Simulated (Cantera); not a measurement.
Source: NASA polynomial tables (part measured, part estimated), evaluated in Cantera. Values are per mole of reaction as written; species without (g) are pure solids or liquids, kept so even where they would boil at 1 bar.

P4(g) + 5 H2O2(g) ⇌ 5 H2(g) + P4O10

```
T (K)  ΔH° (kJ)  ΔS° (J/K)  ΔG° (kJ)  log10 K
-----  --------  ---------  --------  -------
548         [?]        [?]       [?]      [?]
573     -2358.0     -502.5   -2070.1   188.70
598         [?]        [?]       [?]      [?]
623     -2351.2     -491.1   -2045.2   171.47
648         [?]        [?]       [?]      [?]
673         [?]        [?]       [?]      [?]
```

Problem. Some entries are withheld; supply them.

Solution. 
- 548, ΔH° (kJ): -2361.2
- 548, ΔS° (J/K): -508.3
- 548, ΔG° (kJ): -2082.7
- 548, log10 K: 198.51
- 598, ΔH° (kJ): -2354.6
- 598, ΔS° (J/K): -496.8
- 598, ΔG° (kJ): -2057.6
- 598, log10 K: 179.72
- 648, ΔH° (kJ): -2347.6
- 648, ΔS° (J/K): -485.5
- 648, ΔG° (kJ): -2033.0
- 648, log10 K: 163.88
- 673, ΔH° (kJ): -2343.9
- 673, ΔS° (J/K): -479.9
- 673, ΔG° (kJ): -2020.9
- 673, log10 K: 156.85
